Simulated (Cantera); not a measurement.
Input: 1 mol SiO2, 8.2 mol CO, 1.8 mol C, equilibrated at 1773 K and 13300 Pa.

Cantera equilibrium calculation (NASA polynomials, part measured and part estimated; ideal gas, pure solids and liquids). Candidate condensed phases: C, Si, SiC, SiO2; 20 gas species. The numbers say what is thermodynamically allowed, not how fast it happens.

Base state: CO 0.941, SiO 0.0588, CO2 3.62e-5 (mole fractions); condensed: SiC(s).

What changes in the equilibrium state with this change: SiO2 replaced by CuO?


```
species            before    after
----------------  -------  -------
CO                  0.941    0.997
Cu                      0  0.00296
CO2               3.62e-5  1.17e-5
SiO                0.0588        0
SiC(s), mol         0.400        0
C(graphite), mol        0    0.800
Cu(l), mol              0    0.973
```
Further candidate phases: Cu, CuO, Cu2O.
